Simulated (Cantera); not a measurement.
## Equilibrium for aluminium and copper etching: Cu + F2

Charge: 1 mol Cu, 0.93 mol F2, at 1298 K and 10.0 mbar.

Equilibrium computed with Cantera from the NASA thermochemical tables; the gas is ideal and each condensed phase is pure. Candidate condensed phases: Cu, CuF2; 6 gas species. Kinetics and transport are ignored.

The x(CuF) comes out as 0.532 and the x(CuF2) is 0.468. The x(Cu) is 1.00e-5, the x(F) is 7.23e-6 and the n(CuF2(l)) comes out as 0.737 mol. The gas amount is 0.2634 mol and the log10 activity of Cu(s) (absent) is -0.18.
